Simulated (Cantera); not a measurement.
Input: 1 mol Cu, 2.1 mol F2, 0.4 mol N2, equilibrated at 873.15 K.

Cantera equilibrium calculation (NASA polynomials, part measured and part estimated; ideal gas, pure solids and liquids). Candidate condensed phases: Cu, CuF2; 11 gas species. The numbers say what is thermodynamically allowed, not how fast it happens.

log p: log10 of the partial pressure in bar; n: condensed amount in mol.

```tsv
P (Pa)	log p F	log p F2	log p NF3	log p N2	log p CuF2	n CuF2(s)
1	-5.09	-6.91	-12.67	-5.81	-6.86	0.964
4.20	-4.48	-5.70	-10.54	-5.17	-6.86	0.992
18	[?]	[?]	[?]	[?]	-6.86	0.998
75	-3.44	-3.62	-6.75	-3.82	-6.86	1.000
320	[?]	[?]	[?]	[?]	-6.86	1.000
1300	-2.69	-2.12	-3.83	-2.50	-6.86	1.000
5600	-2.36	-1.46	-2.52	-1.86	-6.86	1.000
24000	-2.07	-0.87	-1.35	-1.28	-6.86	1.000
100000	-1.83	-0.39	-0.38	-0.77	-6.86	1.00
```

Task: What belongs in the gaps?

Result: 
- 18, log p F: -3.92
- 18, log p F2: -4.57
- 18, log p NF3: -8.51
- 18, log p N2: -4.50
- 320, log p F: -3.04
- 320, log p F2: -2.81
- 320, log p NF3: -5.19
- 320, log p N2: -3.14
